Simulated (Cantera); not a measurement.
A closed system holds: 1 mol SiH₂Cl₂, 0.4 mol HCl, 22 mol N₂, at 101000 Pa.

Cantera equilibrium calculation (NASA polynomials, part measured and part estimated; ideal gas, pure solids and liquids). Candidate condensed phases: NH₄Cl, Si, Si₃N₄; 28 gas species. N₂ is the only nitrogen source here; it is nearly inert below about 1500 K, so the nitride shown seldom forms there in practice. The tables' values for SiCl₃ are old estimates; treat these amounts as uncertain. The numbers say what is thermodynamically allowed, not how fast it happens.

x: gas mole fraction; n: condensed amount in mol.

```tsv
T (K)	x N₂	x HCl	x H₂	x SiCl₂	x SiCl₄	n Si₃N₄(s)
1223	0.908	0.0653	0.0180	9.08e-6	0.00888	0.262
1298	0.907	0.0665	0.0174	4.32e-5	0.00846	0.264
1373	0.907	0.0672	0.0170	0.000171	0.00794	0.264
1448	0.907	0.0676	0.0168	0.000573	0.00723	0.262
1523	0.906	0.0673	0.0169	…	…	0.256
1598	0.905	0.0658	0.0175	…	…	0.242
1673	0.904	0.0626	0.0189	0.00789	0.00294	0.220
1748	0.903	0.0576	0.0213	0.0131	0.00151	0.189
```

Question: Fill in the missing entries.

Answer: 
- 1523, x SiCl₂: 0.00164
- 1523, x SiCl₄: 0.00615
- 1598, x SiCl₂: 0.00394
- 1598, x SiCl₄: 0.00465
